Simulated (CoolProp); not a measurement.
R11 at several states: fugacity coefficient from the reference equation and from simpler models built on Tc = 198.0 °C, pc = 44.08 bar, ω = 0.189; each cubic takes its own stable root.

Computed with CoolProp (reference Helmholtz-energy equation of state, Jacobsen 1992).

```json
[
 {"T (°C)": "-100.55", "p (bar)": "40", "phase": "liquid", "reference": "(withheld)", "Redlich-Kwong": "1.225e-5", "Soave-Redlich-Kwong": "8.000e-6", "Peng-Robinson": "9.820e-6"},
 {"T (°C)": "-84.15", "p (bar)": "0.45", "phase": "liquid", "reference": "0.003403", "Redlich-Kwong": "0.005798", "Soave-Redlich-Kwong": "(withheld)", "Peng-Robinson": "0.004097"},
 {"T (°C)": "-70.95", "p (bar)": "0.111", "phase": "liquid", "reference": "0.04728", "Redlich-Kwong": "0.08209", "Soave-Redlich-Kwong": "0.04729", "Peng-Robinson": "(withheld)"},
 {"T (°C)": "176.85", "p (bar)": "61.3", "phase": "liquid", "reference": "(withheld)", "Redlich-Kwong": "(withheld)", "Soave-Redlich-Kwong": "0.4291", "Peng-Robinson": "0.4107"},
 {"T (°C)": "20.85", "p (bar)": "0.107", "phase": "gas", "reference": "0.9963", "Redlich-Kwong": "0.9970", "Soave-Redlich-Kwong": "0.9967", "Peng-Robinson": "0.9966"},
 {"T (°C)": "40.65", "p (bar)": "5.05", "phase": "liquid", "reference": "(withheld)", "Redlich-Kwong": "0.4701", "Soave-Redlich-Kwong": "0.3396", "Peng-Robinson": "(withheld)"}
]
```

**Question.** Complete the blanks.

**Answer.** 
- -100.55, reference: 7.564e-6
- -84.15, Soave-Redlich-Kwong: 0.003447
- -70.95, Peng-Robinson: 0.05420
- 176.85, reference: 0.4186
- 176.85, Redlich-Kwong: 0.4402
- 40.65, reference: 0.3389
- 40.65, Peng-Robinson: 0.3394
